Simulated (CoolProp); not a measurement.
Properties of trans-2-butene along the isotherm 261.1 K.

Computed with CoolProp (reference Helmholtz-energy equation of state, Lemmon 2005). It is a short technical equation, of lower accuracy than the large ones.

| p (kPa) | phase | density (kg/m³) | cv (kJ/(kg K)) | isothermal compressibility (1/MPa) | fugacity coefficient |
|---|---|---|---|---|---|
| 6.35 | gas | 0.1646 | 1.283 | 158.0 | 0.9969 |
| 14.5 | gas | 0.3774 | 1.287 | 69.46 | 0.9930 |
| 32.9 | gas | 0.8642 | 1.297 | 30.90 | 0.9842 |
| 74.9 | liquid | 640.7 | 1.511 | 0.001788 | 0.7801 |
| 170 | liquid | 640.9 | 1.511 | 0.001784 | 0.3450 |
| 388 | liquid | 641.1 | 1.511 | 0.001777 | 0.1525 |
| 883 | liquid | 641.7 | 1.511 | 0.001760 | 0.06836 |
| 2010 | liquid | 642.9 | 1.511 | 0.001722 | 0.03143 |
